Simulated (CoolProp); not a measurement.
Vapour-liquid equilibrium of cyclohexane (1) + toluene (2) at 132.25 °C; x and y are mole fractions of (1).

Model: multi-fluid Helmholtz-energy mixture model, Zhou 2014 and Lemmon 2006; pair parameters Bell 2016, in CoolProp.

Question: Give the bubble pressure and the first vapour's composition at x = 0.05, 0.15, 0.85. Is there an azeotrope?

Answer: x = 0.05: 0.1946 MPa, y = 0.114; x = 0.15: 0.2211 MPa, y = 0.293; x = 0.85: 0.3582 MPa, y = 0.904. No azeotrope shows between x = 0.05 and 0.95.

The pair parameters rest on a limited set of measurements; away from them the model extrapolates.
